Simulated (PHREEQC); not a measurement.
1 kg of water holding 0.19 mol NaOH and 0.013 mol Na2CO3 is evaporated at 15 °C; the solids stay in contact with the brine. The system is closed to CO2. The run lets Nahcolite, Natron, Trona precipitate or redissolve, and no other solid.

Base run: PHREEQC, Pitzer model, pitzer.dat. Each further column changes one thing. The table gives water activity.

```
H2O removed (mol)   base  temperature from 15 to 50 °C  temperature from 15 to 5 °C
-----------------  -----  ----------------------------  ---------------------------
0                  0.993                         0.993                        0.993
24.69              0.988                         0.988                        0.988
38.4               0.978                         0.978                        0.978
46.01              0.959                         0.959                        0.960
51.17              0.904                           ___                        0.905
53.1               0.802                         0.807                        0.801
54.17              0.564                           ___                        0.551
54.76              0.158                           ___                        0.131
```

**Question.** Some entries are withheld; supply them.

**Answer.** 
- 51.17, temperature from 15 to 50 °C: 0.903
- 54.17, temperature from 15 to 50 °C: 0.614
- 54.76, temperature from 15 to 50 °C: 0.306

 Away from 25 °C the constants follow the database's enthalpies or fits; those with neither stay at their 25 °C values.
